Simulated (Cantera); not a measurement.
# Hydrocarbon pyrolysis for carbon deposition

An isothermal, constant-pressure homogeneous reactor starts with C₂H₆ : H₂ = 2.6 : 24 (molar parts), at 1075 K and 2.48 Torr.

Cantera simulation using GRI-Mech 3.0 (53 species, 325 reactions); the numbers are that mechanism's predictions, not measurements. GRI-Mech 3.0 stops at C3 and has no aromatics, soot or wall deposition, so with more carbon than oxygen in the feed, carbon stays in small species such as C2H2 where larger ones or solid carbon would form. Radical loss at walls, strong at low pressure, is not modelled.

```json
[
 {"t (s)": "1.00e-5", "x C₂H₆": "0.0977", "x H₂": "0.902", "x CH₄": "1.26e-11", "x CH₂": "<1e-12", "x CH₃": "3.86e-9", "x C₂H": "<1e-12", "x H": "1.19e-11"},
 {"t (s)": "3.35e-5", "x C₂H₆": "0.0977", "x H₂": "0.902", "x CH₄": "1.41e-10", "x CH₂": "<1e-12", "x CH₃": "1.28e-8", "x C₂H": "<1e-12", "x H": "1.25e-10"},
 {"t (s)": "0.000112", "x C₂H₆": "0.0977", "x H₂": "0.902", "x CH₄": "1.55e-9", "x CH₂": "<1e-12", "x CH₃": "4.19e-8", "x C₂H": "<1e-12", "x H": "1.16e-9"},
 {"t (s)": "0.000377", "x C₂H₆": "0.0977", "x H₂": "0.902", "x CH₄": "1.65e-8", "x CH₂": "<1e-12", "x CH₃": "1.29e-7", "x C₂H": "<1e-12", "x H": "7.90e-9"},
 {"t (s)": "0.00126", "x C₂H₆": "0.0977", "x H₂": "0.902", "x CH₄": "1.55e-7", "x CH₂": "<1e-12", "x CH₃": "3.33e-7", "x C₂H": "<1e-12", "x H": "3.44e-8"},
 {"t (s)": "0.00423", "x C₂H₆": "0.0977", "x H₂": "0.902", "x CH₄": "1.08e-6", "x CH₂": "<1e-12", "x CH₃": "5.58e-7", "x C₂H": "<1e-12", "x H": "1.19e-7"},
 {"t (s)": "0.0142", "x C₂H₆": "0.0977", "x H₂": "0.902", "x CH₄": "5.00e-6", "x CH₂": "<1e-12", "x CH₃": "6.33e-7", "x C₂H": "<1e-12", "x H": "3.91e-7"},
 {"t (s)": "0.0475", "x C₂H₆": "0.0976", "x H₂": "0.902", "x CH₄": "2.32e-5", "x CH₂": "<1e-12", "x CH₃": "1.14e-6", "x C₂H": "<1e-12", "x H": "1.29e-6"},
 {"t (s)": "0.159", "x C₂H₆": "0.0959", "x H₂": "0.902", "x CH₄": "0.000258", "x CH₂": "1.17e-11", "x CH₃": "5.94e-6", "x C₂H": "<1e-12", "x H": "4.00e-6"},
 {"t (s)": "0.534", "x C₂H₆": "0.0833", "x H₂": "0.902", "x CH₄": "0.00372", "x CH₂": "8.74e-11", "x CH₃": "1.97e-5", "x C₂H": "<1e-12", "x H": "8.14e-6"},
 {"t (s)": "1.79", "x C₂H₆": "0.0447", "x H₂": "0.898", "x CH₄": "0.0172", "x CH₂": "7.57e-11", "x CH₃": "1.67e-5", "x C₂H": "<1e-12", "x H": "9.28e-6"},
 {"t (s)": "6.00", "x C₂H₆": "0.00640", "x H₂": "0.893", "x CH₄": "0.0314", "x CH₂": "1.83e-11", "x CH₃": "5.97e-6", "x C₂H": "<1e-12", "x H": "7.29e-6"}
]
```
x: mole fraction; the columns are a selection and need not sum to one.

Equilibrium at this temperature and pressure: C₂H₆ 9.14e-6, H₂ 0.829, CH₄ 0.152, CH₂ <1e-12, CH₃ 7.77e-7, C₂H <1e-12, H 2.34e-7 (gas phase only).
